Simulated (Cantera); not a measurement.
Feed: 1 mol Si3H8, 0.023 mol Cl2, 94 mol H2, 1.3 mol HCl, at 1277 °C and 1.00 bar.

Method: chemical equilibrium by Gibbs-energy minimisation in Cantera with the NASA 1993 tables (ideal gas, pure condensed phases). Candidate condensed phases: Si; 19 gas species. The feed counts by its element totals alone. The tables' values for SiCl3 are old estimates; treat these amounts as uncertain. Rates play no part.

Base state: H2 0.987, HCl 0.0124, SiCl2 0.000521, H 3.13e-5, SiCl3 1.19e-5, SiH2Cl2 1.18e-5 (mole fractions); condensed: Si(s).

Q: What changes in the equilibrium state with this change: Si3H8 replaced by SiH2Cl2?

A: 
| species | before | after |
|---|---|---|
| H2 | 0.987 | 0.969 |
| HCl | 0.0124 | 0.0281 |
| SiCl2 | 0.000521 | 0.00271 |
| SiCl4 | 7.55e-7 | 2.04e-5 |
| SiCl3 | 1.19e-5 | 0.000141 |
| SiHCl3 | 7.38e-6 | 8.68e-5 |
| SiH2Cl2 | 1.18e-5 | 6.01e-5 |
| Si(s), mol | 2.94 | 0.705 |
